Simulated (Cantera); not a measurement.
What does this Cantera script print?

```python
import numpy as np
import cantera as ct

gas_names = """
    H HO2 H2 H2O H2O2 O OH O2 O3
""".split()
cond_names = """
    H2O(s) H2O(L)
""".split()


# ... load() reads the species with a 1 bar reference pressure and builds the phases ...
atoms = {
    'H2O': {'H': 2, 'O': 1},
    'O2': {'O': 2},
}
top_T = {}  # K; cautious upper limits of use, not melting points


# ... equilibrate(T, P, feed) seeds the gas with the atoms and calls Mixture.equilibrate('TP', solver="vcs", rtol=1e-11, max_steps=5000) ...
results = []
feed = {'H2O': 1, 'O2': 0.43}  # mol
P = 98  # Pa
for T in [1523, 1573, 1623, 1673, 1723, 1773, 1823, 1873]:
    mix = equilibrate(T, P, feed)
    results.append((T, P, feed, dict(zip(mix.species_names, mix.species_moles))))
    x = sorted(zip(gas.X, gas.species_names), reverse=True)
    print(f"T = {T:g} K  P = {P:g} Pa  gas = {mix.phase_moles(0):.4g} mol")
    print("   x: " + "  ".join(f"{s} {v:.3e}" for v, s in x if v > 0.0001))
    print("   condensed (mol): " + ("  ".join(f"{mix.phase(i).name} {mix.phase_moles(i):.4g}"
          for i in range(1, mix.n_phases) if mix.phase_moles(i) > 1e-12) or "none"))
```

It prints:

```
T = 1523 K  P = 98 Pa  gas = 1.431 mol
   x: H2O 6.981e-01  O2 3.002e-01  OH 1.556e-03  H2 1.042e-04
   condensed (mol): none
T = 1573 K  P = 98 Pa  gas = 1.431 mol
   x: H2O 6.974e-01  O2 2.999e-01  OH 2.340e-03  H2 1.953e-04  O 1.827e-04
   condensed (mol): none
T = 1623 K  P = 98 Pa  gas = 1.432 mol
   x: H2O 6.964e-01  O2 2.995e-01  OH 3.431e-03  H2 3.521e-04  O 3.325e-04
   condensed (mol): none
T = 1673 K  P = 98 Pa  gas = 1.433 mol
   x: H2O 6.949e-01  O2 2.989e-01  OH 4.913e-03  H2 6.126e-04  O 5.837e-04
   condensed (mol): none
T = 1723 K  P = 98 Pa  gas = 1.434 mol
   x: H2O 6.927e-01  O2 2.982e-01  OH 6.886e-03  H2 1.032e-03  O 9.917e-04  H 1.871e-04
   condensed (mol): none
T = 1773 K  P = 98 Pa  gas = 1.436 mol
   x: H2O 6.897e-01  O2 2.972e-01  OH 9.460e-03  H2 1.686e-03  O 1.635e-03  H 3.732e-04
   condensed (mol): none
T = 1823 K  P = 98 Pa  gas = 1.439 mol
   x: H2O 6.854e-01  O2 2.958e-01  OH 1.275e-02  H2 2.679e-03  O 2.621e-03  H 7.164e-04
   condensed (mol): none
T = 1873 K  P = 98 Pa  gas = 1.443 mol
   x: H2O 6.795e-01  O2 2.940e-01  OH 1.689e-02  H2 4.146e-03  O 4.094e-03  H 1.328e-03
   condensed (mol): none
```

Method: chemical equilibrium by Gibbs-energy minimisation in Cantera with the NASA 1993 tables (ideal gas, pure condensed phases).
